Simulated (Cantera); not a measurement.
Feed: 1 mol TiO2, 2.6 mol SiCl4, 1.5 mol O2, at 1300 K and 10.0 Torr.

Method: chemical equilibrium by Gibbs-energy minimisation in Cantera with the NASA 1993 tables (ideal gas, pure condensed phases). Candidate condensed phases: Si, SiO2, Ti, TiCl2, TiCl3, TiCl4, TiO, TiO2, Ti2O3, Ti3O5, Ti4O7; 24 gas species. The tables hold silica as quartz up to 1696 K and as liquid above; real silica turns to tridymite and cristobalite and melts near 1996 K. Rates play no part.

Question: What is the equilibrium state?

Answer: 
- x(Cl2) = 0.656
- x(TiCl4) = 0.233
- x(Cl) = 0.0870
- x(SiCl4) = 0.0233
- x(TiCl3) = 1.28e-5
- n(SiO2(β-quartz)) = 2.50 mol
- gas amount = 4.287 mol
- log10 activity of TiCl4(l) (absent) = -4.55
- log10 activity of Ti2O3(s) (absent) = -10.83
- log10 activity of Ti3O5(s) (absent) = -12.69
